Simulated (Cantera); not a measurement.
Feed: 1 mol Fe, 0.0016 mol O2, 4.2 mol CO, held at 1075 K.

Method: chemical equilibrium by Gibbs-energy minimisation in Cantera with the NASA 1993 tables (ideal gas, pure condensed phases). Candidate condensed phases: C, Fe, Fe(CO)5, FeO, Fe2O3, Fe3O4; 15 gas species. The tables' stoichiometric FeO is somewhat more stable than real wüstite, so its field is too wide. FeO: taken at fixed stoichiometry. Condensed phases not in the tables: cementite and carbon dissolved in iron. Kinetics and transport are ignored.

x: gas mole fraction; n: condensed amount in mol.

| P (Pa) | x CO | x CO2 | x Fe | n Fe(α) | n C(graphite) | n FeO(s) |
|---|---|---|---|---|---|---|
| 10 | 0.999 | 0.000762 | 4.51e-9 | 1.00 | 0 | 0 |
| 48 | 0.999 | 0.000762 | 9.40e-10 | 1.00 | 0 | 0 |
| 230 | 0.999 | 0.000762 | 1.96e-10 | 1.00 | 0 | 0 |
| 1100 | 0.999 | 0.00149 | 4.10e-11 | 1.00 | 0.00306 | 0 |
| 5500 | 0.993 | 0.00737 | 8.20e-12 | 1.00 | 0.0275 | 0 |
| 26000 | 0.967 | ___ | ___ | 1.00 | ___ | 0 |
| 130000 | ___ | ___ | <1e-12 | 1.00 | ___ | 0 |
| 620000 | 0.647 | 0.353 | <1e-12 | 0 | 1.83 | 1.00 |
| 3000000 | 0.388 | 0.612 | <1e-12 | 0 | 2.21 | 1.00 |

Fill in the missing entries.


- 26000, x CO2: 0.0330
- 26000, x Fe: 1.74e-12
- 26000, n C(graphite): 0.131
- 130000, x CO: 0.867
- 130000, x CO2: 0.133
- 130000, n C(graphite): 0.490
